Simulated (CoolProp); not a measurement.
Vapour-liquid equilibrium of CHF3 (R23) (1) + R152A (2) at 0.0908 MPa; x and y are mole fractions of (1).

Computed with CoolProp (multi-fluid Helmholtz-energy mixture model, Penoncello 2003 and Outcalt 1996; pair parameters Bell 2016).

```json
[
 {"x": "0.05", "bubble temperature (°C)": "-35.3", "y at the bubble point": "0.366", "dew temperature at overall composition x (°C)": "-27.5", "liquid density (mol/L)": "15.80"},
 {"x": "0.125", "bubble temperature (°C)": "-45.6", "y at the bubble point": "0.653", "dew temperature at overall composition x (°C)": "-29.2", "liquid density (mol/L)": "16.34"},
 {"x": "0.2", "bubble temperature (°C)": "-53.3", "y at the bubble point": "0.793", "dew temperature at overall composition x (°C)": "-30.9", "liquid density (mol/L)": "16.81"},
 {"x": "0.275", "bubble temperature (°C)": "-59.2", "y at the bubble point": "0.869", "dew temperature at overall composition x (°C)": "-32.8", "liquid density (mol/L)": "17.24"},
 {"x": "0.35", "bubble temperature (°C)": "-63.9", "y at the bubble point": "0.913", "dew temperature at overall composition x (°C)": "-34.9", "liquid density (mol/L)": "17.65"},
 {"x": "0.425", "bubble temperature (°C)": "-67.7", "y at the bubble point": "0.941", "dew temperature at overall composition x (°C)": "-37.1", "liquid density (mol/L)": "18.04"},
 {"x": "0.5", "bubble temperature (°C)": "-71.0", "y at the bubble point": "0.960", "dew temperature at overall composition x (°C)": "-39.6", "liquid density (mol/L)": "18.42"},
 {"x": "0.575", "bubble temperature (°C)": "-73.7", "y at the bubble point": "0.972", "dew temperature at overall composition x (°C)": "-42.3", "liquid density (mol/L)": "18.79"},
 {"x": "0.65", "bubble temperature (°C)": "-76.1", "y at the bubble point": "0.981", "dew temperature at overall composition x (°C)": "-45.5", "liquid density (mol/L)": "19.15"},
 {"x": "0.725", "bubble temperature (°C)": "-78.1", "y at the bubble point": "0.987", "dew temperature at overall composition x (°C)": "-49.2", "liquid density (mol/L)": "19.50"},
 {"x": "0.8", "bubble temperature (°C)": "-80.0", "y at the bubble point": "0.992", "dew temperature at overall composition x (°C)": "-53.7", "liquid density (mol/L)": "19.85"},
 {"x": "0.875", "bubble temperature (°C)": "-81.6", "y at the bubble point": "0.996", "dew temperature at overall composition x (°C)": "-59.7", "liquid density (mol/L)": "20.19"},
 {"x": "0.95", "bubble temperature (°C)": "-83.0", "y at the bubble point": "0.998", "dew temperature at overall composition x (°C)": "-69.2", "liquid density (mol/L)": "20.53"}
]
```

No azeotrope shows between x = 0.05 and 0.95.

Pair parameters are fitted to limited data, so mixtures are less certain than the pure fluids.
